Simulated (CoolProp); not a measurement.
Sulfur dioxide along the isotherm 358.3 K: fugacity coefficient from the reference equation and from simpler models built on Tc = 430.6 K, pc = 7.887 MPa, ω = 0.256; each cubic takes its own stable root.

Values from CoolProp's reference Helmholtz-energy equation of state, Gao 2016.

| p (MPa) | phase | reference |
|---|---|---|
| 1.31 | gas | 0.8908 |
| 2.63 | liquid | 0.6461 |
| 3.94 | liquid | 0.4417 |
| 5.26 | liquid | 0.3389 |
| 6.57 | liquid | 0.2778 |
| 7.89 | liquid | 0.2368 |
| 9.2 | liquid | 0.2079 |
| 10.5 | liquid | 0.1864 |
| 11.8 | liquid | 0.1698 |
| 13.1 | liquid | 0.1565 |
| 14.5 | liquid | 0.1449 |
| 15.8 | liquid | 0.1360 |
| 17.1 | liquid | 0.1285 |
| 18.4 | liquid | 0.1222 |
| 19.7 | liquid | 0.1167 |

**Question.** How far does each simpler model (van der Waals, Redlich-Kwong, Soave-Redlich-Kwong, Peng-Robinson) lie from the reference over these 15 states: mean and median of the absolute difference, and the worst?

**Answer.** 
- van der Waals: mean 72.2 %, median 78.3 %, worst +95.8 % at 358.3 K and 19.7 MPa
- Redlich-Kwong: mean 24.5 %, median 26.1 %, worst +29.3 % at 358.3 K and 19.7 MPa
- Soave-Redlich-Kwong: mean 4.5 %, median 4.7 %, worst +6.8 % at 358.3 K and 19.7 MPa
- Peng-Robinson: mean 0.3 %, median 0.3 %, worst +0.4 % at 358.3 K and 7.89 MPa

At some of these states van der Waals gives the other phase, because its saturation line lies elsewhere.
